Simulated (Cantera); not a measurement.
Charge: 1 mol C2F6, 0.82 mol F2, 1.2 mol H2, equilibrated at 1.00 bar.

Equilibrium computed with Cantera from the NASA thermochemical tables; the gas is ideal and each condensed phase is pure. Candidate condensed phases: C, C6H6, C7H8, C8H18; 110 gas species. Ions and electrons are included (thermal ionisation). The feed counts by its element totals alone. Kinetics and transport are ignored. All values below are at 4250 K.

Base state: F 0.572, HF 0.204, CF 0.0742, H 0.0634, C 0.0414, C3 0.0231, C2 0.0155, CF2 0.00460 (mole fractions); condensed: gas only.

Q: What changes in the equilibrium state with this change: C2F6 replaced by CF4?

A: 
```json
[
 {"species": "F", "before": "0.572", "after": "0.524"},
 {"species": "HF", "before": "0.204", "after": "0.268"},
 {"species": "H", "before": "0.0634", "after": "0.0910"},
 {"species": "C3", "before": "0.0231", "after": "0.0122"},
 {"species": "C2", "before": "0.0155", "after": "0.0101"},
 {"species": "CF", "before": "0.0742", "after": "0.0550"},
 {"species": "C", "before": "0.0414", "after": "0.0335"},
 {"species": "C5", "before": "0.000219", "after": "7.53e-5"},
 {"species": "C4", "before": "0.000194", "after": "8.26e-5"}
]
```
